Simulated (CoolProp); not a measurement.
CH2F2 (R32) along the isobar 35.1 bar: Z from the reference equation and from simpler models built on Tc = 351.3 K, pc = 57.83 bar, ω = 0.277; each cubic takes its own stable root.

Values from CoolProp's reference Helmholtz-energy equation of state, Tillner-Roth 1997.

```json
[
 {"T (K)": "152.7", "phase": "liquid", "reference": "0.1033", "Redlich-Kwong": "0.1378", "Peng-Robinson": "0.1208"},
 {"T (K)": "171.5", "phase": "liquid", "reference": "0.09509", "Redlich-Kwong": "0.1263", "Peng-Robinson": "0.1101"},
 {"T (K)": "190.3", "phase": "liquid", "reference": "0.08877", "Redlich-Kwong": "0.1177", "Peng-Robinson": "0.1019"},
 {"T (K)": "209.2", "phase": "liquid", "reference": "0.08388", "Redlich-Kwong": "0.1112", "Peng-Robinson": "0.09560"},
 {"T (K)": "228", "phase": "liquid", "reference": "0.08019", "Redlich-Kwong": "0.1065", "Peng-Robinson": "0.09098"},
 {"T (K)": "246.8", "phase": "liquid", "reference": "0.07753", "Redlich-Kwong": "0.1034", "Peng-Robinson": "0.08780"},
 {"T (K)": "265.6", "phase": "liquid", "reference": "0.07586", "Redlich-Kwong": "0.1020", "Peng-Robinson": "0.08608"},
 {"T (K)": "284.4", "phase": "liquid", "reference": "0.07528", "Redlich-Kwong": "0.1025", "Peng-Robinson": "0.08607"},
 {"T (K)": "303.3", "phase": "liquid", "reference": "0.07620", "Redlich-Kwong": "0.1060", "Peng-Robinson": "0.08860"},
 {"T (K)": "322.1", "phase": "liquid", "reference": "0.08006", "Redlich-Kwong": "0.1164", "Peng-Robinson": "0.09649"},
 {"T (K)": "340.9", "phase": "gas", "reference": "0.6751", "Redlich-Kwong": "0.7203", "Peng-Robinson": "0.6919"},
 {"T (K)": "359.7", "phase": "gas", "reference": "0.7522", "Redlich-Kwong": "0.7751", "Peng-Robinson": "0.7584"},
 {"T (K)": "378.5", "phase": "gas", "reference": "0.8029", "Redlich-Kwong": "0.8143", "Peng-Robinson": "0.8048"},
 {"T (K)": "397.4", "phase": "gas", "reference": "0.8397", "Redlich-Kwong": "0.8443", "Peng-Robinson": "0.8397"},
 {"T (K)": "416.2", "phase": "gas", "reference": "0.8676", "Redlich-Kwong": "0.8678", "Peng-Robinson": "0.8669"},
 {"T (K)": "435", "phase": "gas", "reference": "0.8895", "Redlich-Kwong": "0.8867", "Peng-Robinson": "0.8886"}
]
```
